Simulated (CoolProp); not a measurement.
Values from CoolProp's reference Helmholtz-energy equation of state, Thol 2021.

Problem. For chlorine, give the phase and the density (kg/m³), cp (kJ/(kg K)), cv (kJ/(kg K)) at 289.6 K and 113 bar.

Solution. 
- 289.6 K and 113 bar: liquid; density 1450, cp 0.950, cv 0.488
